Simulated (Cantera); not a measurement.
A perfectly stirred reactor is fed with CH₄ : H₂ : O₂ : N₂ = 1 : 1.2 : 2.4 : 9.62 (molar parts), equivalence ratio 1.1, at 5.00 bar; it is adiabatic with a 550 K inlet, and is followed from long to short residence time, starting on the burning branch (τ in s: 0.032, 0.015, 0.0067, 0.0031, 0.0014, 0.00064, 0.00029, 0.00013, 6.1e-05, 2.8e-05, 1.3e-05, 5.8e-06).

Detailed kinetics in Cantera: GRI-Mech 3.0 (53 species, 325 reactions).

Task: Predict: blow-out, bracketed by the residence times tried; x(CH₄) at τ = 32.0 ms; x(H₂) at τ = 32.0 ms; x(O₂) at τ = 32.0 ms; x(N₂O) at τ = 32.0 ms; x(CH₄) at τ = 0.290 ms; x(H₂) at τ = 0.290 ms; x(O₂) at τ = 0.290 ms; x(N₂O) at τ = 0.290 ms; x(C₂H) at τ = 0.290 ms.

Result: 
* **blow-out, bracketed by the residence times tried**: burning at 13.0 µs, out at 5.80 µs
* **x(CH₄) at τ = 32.0 ms**: 3.41e-6
* **x(H₂) at τ = 32.0 ms**: 0.0132
* **x(O₂) at τ = 32.0 ms**: 0.000839
* **x(N₂O) at τ = 32.0 ms**: 1.23e-7
* **x(CH₄) at τ = 0.290 ms**: 8.39e-5
* **x(H₂) at τ = 0.290 ms**: 0.0182
* **x(O₂) at τ = 0.290 ms**: 0.00594
* **x(N₂O) at τ = 0.290 ms**: 2.24e-7
* **x(C₂H) at τ = 0.290 ms**: 2.37e-9
